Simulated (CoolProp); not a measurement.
The fluid at 388.77 K and 3.89 MPa flows at 1.2 m/s in a round tube of 50 mm bore and 45 µm roughness, fully developed (64/Re and Nu = 3.66 if laminar; Colebrook and Gnielinski if turbulent). The same conditions are run with several fluids, on thermodynamics alone (safety and materials aside).

Model: reference Helmholtz-energy equation of state of each fluid (R407C: Lemmon 2003; R152A: Outcalt 1996; CH2F2 (R32): Tillner-Roth 1997; propylene: Lemmon 2013; R410A: Lemmon 2003), in CoolProp. Blends and air are pseudo-pure fits.

Rank R407C, R152A, CH2F2 (R32), propylene, R410A by Reynolds number, highest first.

R152A (477000), R407C (437000), R410A (354000), propylene (303000), CH2F2 (R32) (260000)

| fluid | Darcy friction factor | pressure drop (Pa/m) | heat-transfer coefficient (W/(m² K)) | mass flow (kg/h) |
|---|---|---|---|---|
| R407C | 0.0199 | 40.6 | 560 | 1200 |
| R152A | 0.0198 | 39.2 | 940 | 1170 |
| CH2F2 (R32) | 0.0203 | 22.8 | 337 | 661 |
| propylene | 0.0202 | 20.6 | 556 | 602 |
| R410A | 0.0200 | 31.8 | 417 | 934 |

Transport values come from each fluid's own correlations; those of R152A, CH2F2 (R32), propylene are estimates that may be off by 10 % or more.
